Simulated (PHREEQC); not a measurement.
Consider water at 20 °C with 0.0043 mol H3AsO4 and 0.00014 mol CuSO4 per kg of water. Closed to the air; pH follows from the charge balance.

All values are PHREEQC results (ion-association model, wateq4f.dat), not measurements.

**Question.** The ionic strength comes out as 0.00341 mol/kgw. What activity coefficients do HSO4-, Cu+2, H+, H2AsO4-, SO4-2 get?

**Answer.** HSO4- 0.94, Cu+2 0.78, H+ 0.94, H2AsO4- 0.94, SO4-2 0.78.

Precipitation was switched off in this run. Complexes and solids missing from the database can't appear. The database has no arsenate complexes of Cu.
